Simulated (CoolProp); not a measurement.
The fluid at 380.25 K and 0.661 MPa is compressed adiabatically to 3.59 MPa with isentropic efficiency 0.6. The same conditions are run with several fluids, on thermodynamics alone (safety and materials aside).

Values from CoolProp's reference Helmholtz-energy equation of state of each fluid (R125: Lemmon 2005; dimethyl ether: Wu 2011; c-C4F8 (RC318): Platzer 1990; hydrogen sulfide: Lemmon 2006; R1224YDZ: Akasaka 2023). The equations of Platzer and Polt are older, rougher fits.

Question: Rank R125, dimethyl ether, c-C4F8 (RC318), hydrogen sulfide, R1224YDZ by work (kJ/kg), highest first.

Answer: hydrogen sulfide (312), dimethyl ether (193), R125 (73.3), R1224YDZ (48.7), c-C4F8 (RC318) (37.3)

```json
[
 {"fluid": "R125", "final temperature (K)": "467.0", "final phase": "gas", "final density (kg/m³)": "123"},
 {"fluid": "dimethyl ether", "final temperature (K)": "498.1", "final phase": "gas", "final density (kg/m³)": "45.4"},
 {"fluid": "c-C4F8 (RC318)", "final temperature (K)": "440.7", "final phase": "supercritical", "final density (kg/m³)": "289"},
 {"fluid": "hydrogen sulfide", "final temperature (K)": "667.7", "final phase": "gas", "final density (kg/m³)": "22.4"},
 {"fluid": "R1224YDZ", "final temperature (K)": "461.2", "final phase": "supercritical", "final density (kg/m³)": "215"}
]
```
